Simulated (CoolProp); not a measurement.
The fluid at 356.28 K and 0.394 MPa expands adiabatically to 0.0502 MPa with isentropic efficiency 0.7. The same conditions are run with several fluids, on thermodynamics alone (safety and materials aside).

Computed with CoolProp (reference Helmholtz-energy equation of state of each fluid (dimethyl ether: Wu 2011; fluoroethane (R161): Wu 2012; CH2F2 (R32): Tillner-Roth 1997; n-perfluorobutane: Gao 2022)).

| fluid | work (kJ/kg) | final temperature (K) | final density (kg/m³) |
|---|---|---|---|
| dimethyl ether | 80.0 | 299.1 | 0.938 |
| fluoroethane (R161) | (withheld) | 294.5 | (withheld) |
| CH2F2 (R32) | 66.6 | 273.6 | 1.16 |
| n-perfluorobutane | (withheld) | 334.9 | 4.34 |

**Question.** Fill in the missing entries.

**Answer.** 
- fluoroethane (R161), work (kJ/kg): 76.0
- fluoroethane (R161), final density (kg/m³): 0.993
- n-perfluorobutane, work (kJ/kg): 16.6
